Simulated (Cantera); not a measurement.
An adiabatic, constant-volume homogeneous reactor starts with 4.52 % CH4, 1.04 % C2H6, 19.8 % O2, 74.6 % N2, at 1648 K and 7.90 atm.

Computed with Cantera and GRI-Mech 3.0 (53 species, 325 reactions).

Q: Predict: time of steepest temperature rise; temperature at 6.00 s; equilibrium temperature; x(O2) at 6.00 s; x(CO) at 6.00 s; x(HCO) at 6.00 s; x(OH) at 6.00 s.

A: 
```json
{
 "time_of_steepest_temperature_rise": "11.7 µs",
 "temperature at 6.00 s": "2911 K",
 "equilibrium_temperature": "2911 K",
 "x(O2) at 6.00 s": "0.0606 (gas-phase equilibrium 0.0606)",
 "x(CO) at 6.00 s": "0.0131 (gas-phase equilibrium 0.0131)",
 "x(HCO) at 6.00 s": "3.07e-8 (gas-phase equilibrium 3.07e-8)",
 "x(OH) at 6.00 s": "0.0169 (gas-phase equilibrium 0.0169)"
}
```
